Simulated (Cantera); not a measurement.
Charge: 1 mol FeS, 0.82 mol O2, 2.5 mol H2O, held at 1098.15 K and 1330 Pa.

Equilibrium computed with Cantera from the NASA thermochemical tables; the gas is ideal and each condensed phase is pure. Candidate condensed phases: Fe, FeO, Fe(OH)2, Fe(OH)3, FeS, FeSO4, FeS2, Fe2O3, Fe2(SO4)3, Fe3O4, H2O, H2SO4, S; 22 gas species. Mutual solubility and eutectic melting of coexisting phases are not modelled. FeS: taken at fixed stoichiometry. Gases not in the tables: S3 to S7. Rates play no part.

Task: What is the equilibrium state?

Result: 
```json
{
  "x(H2O)": "0.804",
  "x(SO2)": "0.150",
  "x(S2)": "0.0195",
  "x(H2)": "0.0141",
  "x(H2S)": "0.0118",
  "x(S2O)": "0.000385",
  "x(SO)": "0.000104",
  "x(SH)": "3.04e-5",
  "n(FeS(s))": "0.391 mol",
  "n(Fe3O4(s))": "0.203 mol",
  "gas_amount": "3.013 mol",
  "log10 activity of S(l) (absent)": "-2.39",
  "log10 activity of Fe(α) (absent)": "-2.57",
  "log10 activity of Fe(OH)2(s) (absent)": "-7.18"
}
```
